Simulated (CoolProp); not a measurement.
A single-stage vapour-compression cycle with the fluid: evaporating at 194.15 K (dew point), condensing at 251.15 K (bubble point), superheat 8 K, subcooling 0 K, compressor efficiency 0.6, no pressure losses. The same conditions are run with several fluids, on thermodynamics alone (safety and materials aside).

The numbers come from the reference Helmholtz-energy equation of state of each fluid (hydrogen chloride: Thol 2018; R115: Lemmon 2016; R22: Kamei 1995; C2F6 (R116): Lemmon 2006; propane: Lemmon 2009; nitrous oxide: Lemmon 2006) in CoolProp.

```tsv
fluid	cooling COP	pressure ratio	discharge temperature (K)	refrigerating effect (kJ/kg)	volumetric capacity (kJ/m³)
hydrogen chloride	1.44	9.88	503.1	346	1090
R115	1.54	18.6	296.7	[?]	93.7
R22	1.59	20.4	396.9	199	[?]
C2F6 (R116)	[?]	10.2	282.9	63.4	522
propane	1.63	16.3	341.2	345	127
nitrous oxide	1.45	9.79	415.4	266	1250
```

Question: Complete the blanks.

Answer: 
- R115, refrigerating effect (kJ/kg): 91.4
- R22, volumetric capacity (kJ/m³): 115
- C2F6 (R116), cooling COP: 1.31
